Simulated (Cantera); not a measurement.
Adiabatic ignition

An adiabatic, constant-volume homogeneous reactor starts with CH4 : CO : O2 : N2 = 1 : 0.1 : 5.39 : 20.3 (molar parts), equivalence ratio 0.38, at 1100 K and 5.00 bar.

Cantera simulation using GRI-Mech 3.0 (53 species, 325 reactions); the numbers are that mechanism's predictions, not measurements.

| t (s) | T (K) | P (bar) | x CH4 | x CO | x O2 | x N2O | x HCN |
|---|---|---|---|---|---|---|---|
| 6.00e-6 | 1100 | 5.00 | 0.0373 | 0.00373 | 0.201 | <1e-12 | <1e-12 |
| 1.23e-5 | 1100 | 5.00 | 0.0373 | 0.00373 | 0.201 | <1e-12 | <1e-12 |
| 2.54e-5 | 1100 | 5.00 | 0.0373 | 0.00373 | 0.201 | <1e-12 | <1e-12 |
| 5.22e-5 | 1100 | 5.00 | 0.0373 | 0.00373 | 0.201 | <1e-12 | <1e-12 |
| 0.000107 | 1100 | 5.00 | 0.0373 | 0.00373 | 0.201 | <1e-12 | <1e-12 |
| 0.000221 | 1100 | 5.00 | 0.0373 | 0.00373 | 0.201 | <1e-12 | <1e-12 |
| 0.000455 | 1100 | 5.00 | 0.0373 | 0.00373 | 0.201 | <1e-12 | <1e-12 |
| 0.000935 | 1100 | 5.00 | 0.0373 | 0.00373 | 0.201 | <1e-12 | <1e-12 |
| 0.00192 | 1100 | 5.00 | 0.0373 | 0.00373 | 0.201 | 3.73e-12 | <1e-12 |
| 0.00396 | 1100 | 5.00 | 0.0373 | 0.00373 | 0.201 | 1.41e-11 | <1e-12 |
| 0.00814 | 1101 | 5.00 | 0.0373 | 0.00373 | 0.201 | 5.08e-11 | <1e-12 |
| 0.0168 | 1103 | 5.01 | 0.0370 | 0.00375 | 0.201 | 2.41e-10 | <1e-12 |
| 0.0345 | 2158 | 9.80 | <1e-12 | 0.000167 | 0.124 | 1.43e-6 | <1e-12 |
| 0.0709 | 2153 | 9.77 | <1e-12 | 0.000162 | 0.123 | 1.41e-6 | <1e-12 |
| 0.146 | 2145 | 9.74 | <1e-12 | 0.000155 | 0.122 | 1.39e-6 | <1e-12 |
| 0.300 | 2139 | 9.71 | <1e-12 | 0.000148 | 0.121 | 1.38e-6 | <1e-12 |
x: mole fraction; the columns are a selection and need not sum to one.

| Item | Result |
|---|---|
| time of steepest temperature rise | 26.7 ms |
| temperature at 0.300 s | 2139 K |
| equilibrium temperature | 2136 K |
| x(CH4) at 0.300 s | <1e-12 (gas-phase equilibrium <1e-12) |
| x(CO) at 0.300 s | 0.000148 (gas-phase equilibrium 0.000146) |
| x(O2) at 0.300 s | 0.121 (gas-phase equilibrium 0.120) |
